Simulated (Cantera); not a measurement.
Input: 1 mol Al, 2.2 mol HCl, 38 mol N2, 0.62 mol N2O, held at 32.0 mbar.

Equilibrium computed with Cantera from the NASA thermochemical tables; the gas is ideal and each condensed phase is pure. Candidate condensed phases: Al, AlCl3, AlN, Al2O3, H2O, NH4Cl; 45 gas species. Mutual solubility and eutectic melting of coexisting phases are not modelled. Condensed phases not in the tables: AlOCl, aluminium oxynitride. The numbers say what is thermodynamically allowed, not how fast it happens.

Question: What share of the Al ends up in condensed phases as a function of T (K), at 950, 1050, 1150, 1250, 1350, 1450, 1550, 1650, 1750, 1850, 1950, 2050, 2150?

Answer: 
| T (K) | Al condensed (%) | as |
|---|---|---|
| 950 | 47.3 | AlN(s) + Al2O3(s) |
| 1050 | 46.5 | AlN(s) + Al2O3(s) |
| 1150 | 45.7 | AlN(s) + Al2O3(s) |
| 1250 | 45.0 | AlN(s) + Al2O3(s) |
| 1350 | 44.0 | AlN(s) + Al2O3(s) |
| 1450 | 41.3 | Al2O3(s) |
| 1550 | 41.3 | Al2O3(s) |
| 1650 | 41.3 | Al2O3(s) |
| 1750 | 41.3 | Al2O3(s) |
| 1850 | 41.3 | Al2O3(s) |
| 1950 | 41.2 | Al2O3(s) |
| 2050 | 40.9 | Al2O3(s) |
| 2150 | 40.4 | Al2O3(s) |
